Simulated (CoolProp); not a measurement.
A Linde-Hampson liquefier for CF4 (R14): isothermal reversible compression at 280 K from 1 atm to 20 MPa, throttling to 1 atm, return gas leaving the recuperator 0 K below the feed. Each further row changes one setting.

Computed with CoolProp (reference Helmholtz-energy equation of state, Platzer 1990). This equation is an older, rougher fit; its heat capacities, sound speeds and derivatives of the liquid may be far off and weren't checked against measurements.

```
case                        liquid yield per pass  compression work (kJ/kg of gas)
--------------------------  ---------------------  -------------------------------
as stated                                   0.331                              121
high pressure 40 MPa                        0.342                              140
warm-end temperature 310 K                  0.249                              141
warm-end gap 5 K                            0.320                              121
```
